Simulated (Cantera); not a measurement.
Input (Python, Cantera):

```python
import numpy as np
import cantera as ct

gas = ct.Solution("gri30.yaml")
gas.TPX = 1300, 13332, {'N2O': 1}
inlet = ct.Reservoir(gas, clone=True)

reactor = ct.IdealGasConstPressureReactor(gas, energy="off", clone=False)
exhaust = ct.Reservoir(gas, clone=True)
tau = [27, 5.7, 1.2, 0.26, 0.057, 0.012, 0.0026, 0.00056][0]
for a, b in ((inlet, reactor), (reactor, exhaust)):
    ct.MassFlowController(a, b, mdot=lambda t: reactor.mass / tau)
net = ct.ReactorNet([reactor])
show = ['N2O', 'O', 'NO2', 'N2', 'NO', 'O2']

rows = []
print(f"{'tau/s':>10s}{'T/K':>9s}" + "".join(f"{s:>11s}" for s in show))
for tau in [27, 5.7, 1.2, 0.26, 0.057, 0.012, 0.0026, 0.00056]:
    net.initial_time = 0.0
    net.advance(30 * tau)
    before = gas.X
    net.advance(40 * tau)
    drift = np.max(np.abs(gas.X - before) / (gas.X + 1e-9))
    rows.append([gas.T, *gas[show].X, drift])
    print(f"{tau:10.3e}{gas.T:9.1f}" + "".join(f"{x:11.3e}" for x in gas[show].X))
```

Output:

```
     tau/s      T/K        N2O          O        NO2         N2         NO         O2
 2.700e+01   1300.0  5.969e-02  5.004e-06  1.073e-04  5.899e-01  7.387e-02  2.764e-01
 5.700e+00   1300.0  2.103e-01  6.629e-06  9.941e-05  4.900e-01  7.282e-02  2.267e-01
 1.200e+00   1300.0  5.464e-01  7.343e-06  5.635e-05  2.803e-01  4.413e-02  1.291e-01
 2.600e-01   1300.0  8.459e-01  7.534e-06  1.740e-05  9.514e-02  1.519e-02  4.375e-02
 5.700e-02   1300.0  9.615e-01  7.574e-06  3.283e-06  2.377e-02  3.807e-03  1.092e-02
 1.200e-02   1300.0  9.916e-01  7.567e-06  3.320e-07  5.158e-03  8.261e-04  2.368e-03
 2.600e-03   1300.0  9.982e-01  7.496e-06  2.068e-08  1.120e-03  1.785e-04  5.116e-04
 5.600e-04   1300.0  9.996e-01  7.175e-06  9.511e-10  2.369e-04  3.686e-05  1.056e-04
```

Cantera simulation using GRI-Mech 3.0 (53 species, 325 reactions); the numbers are that mechanism's predictions, not measurements. GRI-Mech 3.0 was tuned for natural gas; its chemistry of N2O as a main component is partial and can be far from experiment. The mechanism lacks the step 2 NO + O2 → 2 NO2, which can matter for NO2 below about 1400 K. The temperature is held fixed by assumption; the heat of reaction is taken as removed at once.
